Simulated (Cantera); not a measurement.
## Gas activation for diamond growth

An isothermal, constant-pressure homogeneous reactor starts with 0.276 % CH₄, 98.7 % H₂, 0.425 % O₂, 0.563 % N₂, equivalence ratio 120, at 2648 K and 0.0133 bar.

Model: GRI-Mech 3.0 (53 species, 325 reactions), integrated in Cantera. Radical loss at walls, strong at low pressure, is not modelled.

| t (s) | x CH₄ | x H₂ | x O₂ | x O | x H | x C₂H₄ |
|---|---|---|---|---|---|---|
| 5.00e-6 | 0.00275 | 0.987 | 0.00424 | 3.19e-8 | 3.48e-5 | 1.16e-11 |
| 1.68e-5 | 0.00273 | 0.987 | 0.00423 | 1.50e-7 | 0.000144 | 3.79e-10 |
| 5.61e-5 | 0.00270 | 0.987 | 0.00419 | 6.51e-7 | 0.000608 | 5.95e-9 |
| 0.000188 | 0.00261 | 0.984 | 0.00386 | 2.54e-6 | 0.00253 | 6.29e-8 |
| 0.000630 | 0.00226 | 0.974 | 0.00141 | 4.25e-6 | 0.0110 | 8.17e-7 |
| 0.00211 | 0.00171 | 0.960 | 1.87e-7 | 7.76e-7 | 0.0235 | 2.14e-6 |
| 0.00707 | 0.000610 | 0.942 | 8.63e-9 | 2.54e-6 | 0.0427 | 9.61e-7 |
| 0.0237 | 8.77e-5 | 0.919 | 1.73e-8 | 5.63e-6 | 0.0662 | 1.02e-7 |
| 0.0794 | 3.64e-6 | 0.875 | 3.27e-8 | 1.33e-5 | 0.111 | 1.40e-9 |
| 0.266 | <1e-12 | 0.777 | 1.35e-7 | 5.43e-5 | 0.211 | <1e-12 |
| 0.891 | <1e-12 | 0.673 | 3.61e-7 | 0.000143 | 0.315 | <1e-12 |
| 2.98 | <1e-12 | 0.659 | 4.05e-7 | 0.000160 | 0.329 | <1e-12 |
| 10.0 | <1e-12 | 0.659 | 4.05e-7 | 0.000160 | 0.329 | <1e-12 |
x: mole fraction; the columns are a selection and need not sum to one.

Equilibrium at this temperature and pressure: CH₄ <1e-12, H₂ 0.659, O₂ 4.05e-7, O 0.000160, H 0.329, C₂H₄ <1e-12 (gas phase only).
